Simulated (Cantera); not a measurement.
Feed: 1 mol SiO₂, 13 mol HCl, 1.5 mol N₂, 8.2 mol NF₃, held at 1052 °C and 0.0263 Torr.

Cantera equilibrium calculation (NASA polynomials, part measured and part estimated; ideal gas, pure solids and liquids). Candidate condensed phases: H₂O, NH₄Cl, Si, SiO₂, Si₂N₂O, Si₃N₄; 72 gas species. Equilibrium is a limit: real reactors are often held back by kinetics, nucleation or transport.

Base state: HF 0.325, Cl 0.284, F 0.173, N₂ 0.140, SiF₄ 0.0250, O₂ 0.0249, ClF 0.0168, Cl₂ 0.0118 (mole fractions); condensed: gas only.

Task: What changes in the equilibrium state with this change: temperature from 1052 °C to 1025 °C?

Result: 
```
species   before    after
-------  -------  -------
HF         0.325    0.329
Cl         0.284    0.269
F          0.173    0.167
ClF       0.0168   0.0252
Cl₂       0.0118   0.0171
O₂        0.0249   0.0253
N₂         0.140    0.142
SiF₄      0.0250   0.0253
NO       6.74e-5  5.75e-5
```
